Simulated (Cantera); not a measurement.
Si3N4 + H2 + C (sublimation and decomposition of ceramics)

Charge: 1 mol Si3N4, 6.4 mol H2, 0.36 mol C, held at 13300 Pa.

Method: chemical equilibrium by Gibbs-energy minimisation in Cantera with the NASA 1993 tables (ideal gas, pure condensed phases). Candidate condensed phases: C, C6H6, C7H8, C8H18, Si, SiC, Si3N4; 105 gas species. Mutual solubility and eutectic melting of coexisting phases are not modelled. The tables' values for SiN are old estimates; treat these amounts as uncertain. Gases not in the tables: Si2H6 and higher silanes. The numbers say what is thermodynamically allowed, not how fast it happens.

| T (K) | log p H2 | log p N2 | log p H | log p Si | log p Si2C | log p HCN | n SiC(s) | n Si3N4(s) | n Si(l) |
|---|---|---|---|---|---|---|---|---|---|
| 1498 | -0.89 | -2.32 | -5.21 | -9.35 | -12.17 | -5.38 | 0.359 | 0.880 | 0 |
| 1598 | -0.89 | -2.32 | -4.72 | -7.84 | -10.35 | -5.47 | 0.360 | 0.880 | 0 |
| 1698 | -0.89 | -2.32 | -4.29 | -6.52 | -8.74 | -5.54 | 0.360 | 0.880 | 0 |
| 1798 | -0.90 | -2.07 | -3.91 | -5.51 | -7.49 | -5.33 | 0.360 | 0.781 | 0.296 |
| 1898 | -0.99 | -1.50 | -3.60 | -4.91 | -6.67 | -4.70 | 0.359 | 0 | 2.64 |
| 1998 | -1.00 | -1.50 | -3.29 | -4.37 | -5.94 | -4.35 | 0.357 | 0 | 2.64 |
| 2098 | -1.00 | -1.50 | -3.01 | -3.88 | -5.28 | -4.03 | 0.353 | 0 | 2.63 |
| 2198 | -1.00 | -1.50 | -2.76 | -3.44 | -4.68 | -3.75 | 0.346 | 0 | 2.62 |
| 2298 | -1.01 | -1.51 | -2.52 | -3.04 | -4.13 | -3.49 | 0.331 | 0 | 2.58 |
| 2398 | -1.02 | -1.52 | -2.31 | -2.67 | -3.63 | -3.27 | 0.301 | 0 | 2.49 |
| 2498 | -1.05 | -1.54 | -2.13 | -2.33 | -3.18 | -3.07 | 0.233 | 0 | 2.29 |
| 2598 | -1.09 | -1.57 | -1.96 | -2.02 | -2.76 | -2.90 | 0.0692 | 0 | 1.82 |
log p: log10 of the partial pressure in bar; n: condensed amount in mol.

From 1498 K to 1698 K the condensed part is SiC(s) + Si3N4(s). At 1798 K the condensed part is Si(l) + SiC(s) + Si3N4(s). From 1898 K to 2598 K the condensed part is Si(l) + SiC(s). The main Si-bearing gas is SiH2 at 1498 K and Si at 2598 K.
